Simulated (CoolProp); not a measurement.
A closed Brayton cycle with dry air: compressor inlet 315.15 K and 3.9 MPa, high pressure 7.69 MPa, turbine inlet 655 K, compressor efficiency 0.8, turbine efficiency 0.93, recuperator effectiveness 0.9 (on enthalpy, no pinch check). Each further row changes one setting.

The numbers come from the reference Helmholtz-energy equation of state, Lemmon 2000 in CoolProp. It is a pseudo-pure fit of the blend.

```csv
case,thermal efficiency (%),net work (kJ/kg),compressor to turbine work,compressor exit (K),turbine exit (K)
as stated,19.4,25.3,0.77,399.9,551.4
turbine inlet 605 K,14.3,16.7,0.84,399.9,508.2
compressor inlet 325.15 K,17.4,22.4,0.80,412.4,551.4
high pressure 6.54 MPa,20.7,22.7,0.74,378.1,574.6
recuperator effectiveness 0.5,13.1,25.3,0.77,399.9,551.4
```
